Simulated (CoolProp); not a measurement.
Properties of R1234ze(Z) along the isotherm 286.5 K.

Model: reference Helmholtz-energy equation of state, Akasaka 2019, in CoolProp.

| p (kPa) | phase | density (kg/m³) | cp (kJ/(kg K)) | isothermal compressibility (1/MPa) | expansivity (1/kK) | fugacity coefficient |
|---|---|---|---|---|---|---|
| 108 | gas | … | 0.8488 | … | 4.255 | 0.9517 |
| 204 | liquid | … | 1.242 | 0.002492 | … | 0.5429 |
| 386 | liquid | 1256 | 1.241 | 0.002480 | 2.031 | 0.2889 |
| 733 | liquid | … | … | … | 2.019 | 0.1542 |
| 1390 | liquid | 1259 | … | 0.002414 | 1.997 | 0.08336 |
| 2630 | liquid | 1263 | 1.233 | 0.002337 | 1.958 | 0.04618 |
| 4990 | liquid | 1269 | 1.226 | 0.002207 | 1.888 | 0.02661 |
| 9460 | liquid | 1281 | 1.215 | 0.002000 | 1.776 | 0.01660 |

What belongs in the gaps?


- 108, density (kg/m³): 5.447
- 108, isothermal compressibility (1/MPa): 9.779
- 204, density (kg/m³): 1255
- 204, expansivity (1/kK): 2.038
- 733, density (kg/m³): 1257
- 733, cp (kJ/(kg K)): 1.240
- 733, isothermal compressibility (1/MPa): 0.002456
- 1390, cp (kJ/(kg K)): 1.238
